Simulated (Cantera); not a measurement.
Charge: 1 mol CH3SiH3, 0.071 mol C2H4, 23 mol H2, 0.034 mol C3H8, held at 10000 Pa.

These are equilibrium values from Cantera (NASA tables, ideal gas, pure condensed phases), not measurements of a reactor. Candidate condensed phases: C, C6H6, C7H8, C8H18, Si, SiC; 87 gas species. The feed counts by its element totals alone. Gases not in the tables: Si2H6 and higher silanes. Kinetics and transport are ignored.

x: gas mole fraction; n: condensed amount in mol.

```tsv
T (K)	x H2	x H	x C2H2 (acetylene)	x CH4	x Si	x SiH	n C(graphite)	n SiC(s)
1323	0.999	5.01e-6	8.25e-7	0.000679	2.95e-12	6.85e-12	0.226	1.00
1398	1.000	___	___	___	___	___	0.232	1.00
1473	1.000	4.00e-5	6.50e-6	0.000293	3.58e-10	4.07e-10	0.236	1.00
1548	1.000	9.74e-5	1.57e-5	0.000205	2.78e-9	2.33e-9	0.238	1.000
1623	1.000	0.000219	3.48e-5	0.000148	1.78e-8	1.13e-8	0.238	1.000
1698	0.999	0.000457	7.20e-5	0.000110	9.64e-8	4.75e-8	0.237	1.000
1773	0.999	0.000899	0.000140	8.41e-5	4.53e-7	1.77e-7	0.234	1.000
1848	0.998	0.00167	0.000257	6.56e-5	1.87e-6	5.89e-7	0.229	1.000
1923	0.997	0.00297	0.000450	5.22e-5	6.92e-6	1.79e-6	0.219	1.000
1998	0.994	___	___	___	___	___	0.204	0.999
2073	0.990	0.00828	0.00121	3.45e-5	7.09e-5	1.28e-5	0.181	0.997
2148	0.985	0.0131	0.00189	2.86e-5	0.000201	3.09e-5	0.150	0.992
2223	0.976	0.0200	0.00283	2.39e-5	0.000529	7.00e-5	0.108	0.980
```

Q: What belongs in the gaps?

A: 
- 1998, x H: 0.00506
- 1998, x C2H2 (acetylene): 0.000754
- 1998, x CH4: 4.22e-5
- 1998, x Si: 2.31e-5
- 1998, x SiH: 4.97e-6
- 1398, x H: 1.50e-5
- 1398, x C2H2 (acetylene): 2.45e-6
- 1398, x CH4: 0.000436
- 1398, x Si: 3.70e-11
- 1398, x SiH: 5.90e-11
